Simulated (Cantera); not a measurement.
# Equilibrium for oxide etching and cleaning by halides: CuO + HF + O2

A closed system holds: 1 mol CuO, 28 mol HF, 4.9 mol O2, at 1500 °C.

Cantera equilibrium calculation (NASA polynomials, part measured and part estimated; ideal gas, pure solids and liquids). Candidate condensed phases: Cu, CuF2, CuO, Cu(OH)2, Cu2O, H2O; 27 gas species. The numbers say what is thermodynamically allowed, not how fast it happens.

```
P (Pa)   x HF   x O2    x CuF      x Cu    x H2O       x O
------  -----  -----  -------  --------  -------  --------
1       0.805  0.149  0.00464    0.0243  0.00189    0.0115
3.60    0.807  0.152  0.00792    0.0212  0.00343   0.00611
13      0.807  0.153   0.0126    0.0167  0.00575   0.00323
46      0.806  0.153   0.0181    0.0113  0.00855   0.00172
170     0.804  0.153   0.0233   0.00627   0.0112  0.000892
600     0.803  0.153   0.0266   0.00300   0.0130  0.000475
2200    0.803  0.153   0.0283   0.00125   0.0140  0.000248
7700    0.802  0.153   0.0289  0.000509   0.0146  0.000132
28000   0.802  0.153   0.0287  0.000195   0.0150   6.95e-5
100000  0.802  0.153   0.0277   7.42e-5   0.0157   3.67e-5
```
x: gas mole fraction; nothing condenses.

From 1.00e-5 bar to 1.00 bar nothing is condensed. The main Cu-bearing gas is Cu at 1.00e-5 bar and CuF at 1.00 bar.
